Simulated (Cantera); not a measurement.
# BCl3 + O2 + N2 + H2O (boron, boron nitride and boron oxide)

Charge: 1 mol BCl3, 1.5 mol O2, 13 mol N2, 0.45 mol H2O, at 13.3 mbar.

These are equilibrium values from Cantera (NASA tables, ideal gas, pure condensed phases), not measurements of a reactor. Candidate condensed phases: B, BN, B2O3, B3O3H3, H2O, NH4Cl; 49 gas species. The tables' values for BOCl are old estimates; treat these amounts as uncertain. Kinetics and transport are ignored.

| T (°C) | x N2 | x Cl | x Cl2 | x O2 | x HCl | x B2O3 | x HBO2 | n B2O3(l) |
|---|---|---|---|---|---|---|---|---|
| 600 | 0.817 | 9.94e-5 | 0.0671 | 0.0607 | 0.0542 | <1e-12 | 3.62e-7 | 0.500 |
| 700 | 0.816 | 0.000572 | 0.0662 | 0.0609 | 0.0554 | 6.65e-11 | 2.96e-6 | 0.500 |
| 800 | 0.815 | 0.00237 | 0.0650 | 0.0610 | 0.0559 | 6.47e-9 | 1.59e-5 | 0.500 |
| 900 | 0.813 | 0.00764 | 0.0621 | 0.0608 | 0.0559 | 2.79e-7 | 6.33e-5 | 0.499 |
| 1000 | 0.808 | 0.0198 | 0.0556 | 0.0604 | 0.0555 | 6.51e-6 | 0.000205 | 0.498 |
| 1100 | 0.799 | 0.0418 | 0.0440 | 0.0596 | 0.0545 | 9.39e-5 | 0.000587 | 0.493 |
| 1200 | 0.786 | 0.0710 | 0.0285 | 0.0583 | 0.0526 | 0.000927 | 0.00158 | 0.466 |
| 1300 | 0.768 | 0.0975 | 0.0145 | 0.0564 | 0.0489 | 0.00673 | 0.00412 | 0.332 |
| 1400 | 0.747 | 0.113 | 0.00615 | 0.0538 | 0.0436 | 0.0223 | 0.00785 | 0 |
| 1500 | 0.743 | 0.121 | 0.00254 | 0.0525 | 0.0419 | 0.0211 | 0.00905 | 0 |
| 1600 | 0.741 | 0.126 | 0.00109 | 0.0510 | 0.0400 | 0.0198 | 0.0103 | 0 |
| 1700 | 0.739 | 0.129 | 0.000503 | 0.0492 | 0.0380 | 0.0183 | 0.0115 | 0 |
| 1800 | 0.737 | 0.131 | 0.000247 | 0.0469 | 0.0359 | 0.0167 | 0.0124 | 0 |
x: gas mole fraction; n: condensed amount in mol.

From 600 °C to 1300 °C the condensed part is B2O3(l). From 1400 °C to 1800 °C nothing is condensed. The main B-bearing gas is (HBO2)3 at 600 °C and B2O3 at 1800 °C.
